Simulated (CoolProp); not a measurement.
The numbers come from the reference Helmholtz-energy equation of state, Zhou 2016 in CoolProp.

Question: For R245ca, give the phase and the cp (kJ/(kg K)), expansivity (1/kK), fugacity coefficient at 283.5 K and 5.15 MPa.

Answer: 
- 283.5 K and 5.15 MPa: liquid; cp 1.35, expansivity 1.62, fugacity coefficient 0.0127
